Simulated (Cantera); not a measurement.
An isothermal, constant-pressure homogeneous reactor starts with 0.269 % CO, 3.46 % O₂, 0.0289 % H₂O, 96.2 % N₂, equivalence ratio 0.039, at 1500 K and 5.00 bar.

Cantera simulation using GRI-Mech 3.0 (53 species, 325 reactions); the numbers are that mechanism's predictions, not measurements.

One state of this run: x CO = 3.25e-8; x O₂ = 0.0333; x H₂O = 0.000288; x NO = 4.56e-6; x N₂O = 8.20e-8; x H₂ = 1.34e-9. x: mole fraction; the columns are a selection and need not sum to one.

Q: Which value of t (s) does it belong to?
A) 0.000145
B) 0.0247
C) 0.00189
D) 15.3

A: D, 15.3
